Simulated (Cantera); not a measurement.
An isothermal, constant-pressure homogeneous reactor starts with 34.5 % NO, 65.5 % N2, at 1573 K and 1.50 bar.

Computed with Cantera and GRI-Mech 3.0 (53 species, 325 reactions).

x: mole fraction; the columns are a selection and need not sum to one.

```csv
t (s),x NO,x N2O,x O,x NO2,x O2,x N2
0.000800,0.345,3.10e-6,3.58e-8,3.29e-6,3.49e-9,0.655
0.00337,0.345,1.17e-5,6.66e-8,1.53e-5,7.35e-8,0.655
0.0142,0.345,(withheld),(withheld),(withheld),(withheld),0.655
0.0600,0.344,4.34e-5,4.33e-7,0.000188,0.000126,0.655
0.253,0.343,4.32e-5,5.04e-7,0.000220,0.000885,0.656
1.07,0.336,4.15e-5,6.99e-7,0.000304,0.00404,0.659
4.50,0.311,(withheld),(withheld),(withheld),(withheld),0.672
19.0,0.237,2.05e-5,2.02e-6,0.000639,0.0533,0.709
80.0,0.116,4.92e-6,2.91e-6,0.000452,0.114,0.770
```

Task: What belongs in the gaps?

Result: 
- 0.0142, x N2O: 3.19e-5
- 0.0142, x O: 2.03e-7
- 0.0142, x NO2: 7.51e-5
- 0.0142, x O2: 3.70e-6
- 4.50, x N2O: 3.55e-5
- 4.50, x O: 1.18e-6
- 4.50, x NO2: 0.000483
- 4.50, x O2: 0.0163
